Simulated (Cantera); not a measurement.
An isothermal, constant-pressure homogeneous reactor starts with 1.52 % C2H6, 98.5 % N2, at 2000 K and 10.00 Torr.

Cantera simulation using GRI-Mech 3.0 (53 species, 325 reactions); the numbers are that mechanism's predictions, not measurements. GRI-Mech 3.0 stops at C3 and has no aromatics, soot or wall deposition, so with more carbon than oxygen in the feed, carbon stays in small species such as C2H2 where larger ones or solid carbon would form. Radical loss at walls, strong at low pressure, is not modelled.

x: mole fraction; the columns are a selection and need not sum to one.

```tsv
t (s)	x C2H6	x CH4	x H2	x H	x CH2	x HCN	x C2H2
2.00e-5	0.0124	?	6.35e-6	2.73e-5	2.16e-6	6.42e-11	1.15e-8
8.05e-5	0.00633	?	0.000485	0.000731	7.39e-5	1.65e-7	7.65e-6
0.000324	0.000147	?	0.00928	0.00295	0.000200	3.38e-5	0.00302
0.00130	7.82e-7	?	0.0232	0.00182	6.75e-5	0.000118	0.0118
0.00525	6.74e-8	?	0.0271	0.00102	1.87e-5	0.000170	0.0139
0.0211	9.12e-9	?	0.0283	0.000749	5.90e-6	0.000210	0.0143
0.0851	9.56e-10	?	0.0289	0.000721	1.96e-6	0.000253	0.0145
0.343	2.48e-11	?	0.0290	0.000863	3.98e-7	0.000307	0.0146
1.38	<1e-12	?	0.0289	0.00125	1.66e-8	0.000329	0.0146
5.55	<1e-12	?	0.0284	0.00209	4.18e-9	0.000329	0.0145
22.4	<1e-12	2.10e-8	0.0283	0.00239	3.81e-9	0.000332	0.0145
90.0	<1e-12	2.13e-8	0.0283	0.00239	3.87e-9	0.000342	0.0145
```

Question: Fill in the missing entries.

Answer: 
- 2.00e-5, x CH4: 1.72e-5
- 8.05e-5, x CH4: 0.000220
- 0.000324, x CH4: 0.00129
- 0.00130, x CH4: 0.00154
- 0.00525, x CH4: 0.000845
- 0.0211, x CH4: 0.000398
- 0.0851, x CH4: 0.000132
- 0.343, x CH4: 1.81e-5
- 1.38, x CH4: 3.43e-7
- 5.55, x CH4: 3.02e-8
